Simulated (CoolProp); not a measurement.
Carbon dioxide at 298.15 K and 17.1 MPa is throttled through a valve to 9.11 MPa with no heat exchange. Each further row changes one setting.

Values from CoolProp's reference Helmholtz-energy equation of state, Span 1996.

```csv
case,temperature change (K),final phase,final density (kg/m³)
as stated,-4.3,liquid,___
outlet pressure 2.73 MPa,___,___,___
outlet pressure 11.8 MPa,___,liquid,___
```

**Question.** Fill in the missing entries.

**Answer.** 
- as stated, final density (kg/m³): 839
- outlet pressure 2.73 MPa, temperature change (K): -33.9
- outlet pressure 2.73 MPa, final phase: two-phase, vapour fraction 0.263
- outlet pressure 2.73 MPa, final density (kg/m³): 231
- outlet pressure 11.8 MPa, temperature change (K): -2.5
- outlet pressure 11.8 MPa, final density (kg/m³): 860
